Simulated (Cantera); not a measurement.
Input: 1 mol BCl3, 66 mol H2, held at 1225 K and 13.3 mbar.

These are equilibrium values from Cantera (NASA tables, ideal gas, pure condensed phases), not measurements of a reactor. Candidate condensed phases: B; 13 gas species. Gases not in the tables: BHCl2. Kinetics and transport are ignored.

Base state: H2 0.956, HCl 0.0435, BCl3 0.000301 (mole fractions); condensed: B(s).

**Question.** What changes in the equilibrium state with this change: BCl3 replaced by B?

**Answer.** 
| species | before | after |
|---|---|---|
| H2 | 0.956 | 1.000 |
| HCl | 0.0435 | 0 |
| BCl3 | 0.000301 | 0 |
| B(s), mol | 0.979 | 1.000 |

**Question.** What changes in the equilibrium state with this change: temperature from 1225 K to 1775 K?

**Answer.** 
| species | before | after |
|---|---|---|
| H2 | 0.956 | 0.953 |
| HCl | 0.0435 | 0.0427 |
| H | 2.64e-6 | 0.00245 |
| BCl | 1.40e-6 | 0.00152 |
| Cl | 1.03e-7 | 8.41e-5 |
| BH2 | 2.86e-7 | 0.000104 |
| BCl3 | 0.000301 | 7.61e-6 |
| BCl2 | 1.61e-6 | 3.84e-5 |
| B(s), mol | 0.979 | 0.887 |
The tables' values for BCl, BH2, BCl2 are old estimates; treat these amounts as uncertain.

**Question.** What changes in the equilibrium state with this change: temperature from 1225 K to 1725 K?

**Answer.** 
```tsv
species	before	after
H2	0.956	0.954
HCl	0.0435	0.0433
H	2.64e-6	0.00157
BCl	1.40e-6	0.000981
Cl	1.03e-7	5.52e-5
BH2	2.86e-7	7.10e-5
BCl3	0.000301	1.00e-5
B(s), mol	0.979	0.926
```
The tables' values for BCl, BH2, BCl2 are old estimates; treat these amounts as uncertain.
